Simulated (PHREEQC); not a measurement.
A column of 0.1 m (40 cells, dispersivity 0.005 m, 3600 s a shift, diffusion coefficient 3e-10 m²/s) holds 0.0012 eq of the database's cation exchanger X per kg of pore water, first in equilibrium with 0.00078 mol SrCl2, 0.024 mol LiCl, 0.0022 mol BaCl2 and 1e-05 mol HCl per kg of water. It is flushed with 0.53 mmol/kgw KBr, 1.5 mmol/kgw NaCl and 0.01 mmol/kgw HCl, at 25 °C. Values are for the last cell. CO2 from the air is kept out. No solid was allowed to form.

Equilibrium calculation in PHREEQC: ion-association model, phreeqc.dat.

Question: Predict Na in solution (mol/kgw), K in solution (mol/kgw) at pore volumes = 1.137, 3.013, 3.638.

Answer: 
| pore volumes | Na in solution (mol/kgw) | K in solution (mol/kgw) |
|---|---|---|
| 1.137 | 0.00102 | 0.000297 |
| 3.013 | 0.00147 | 0.000477 |
| 3.638 | 0.00148 | 0.000490 |
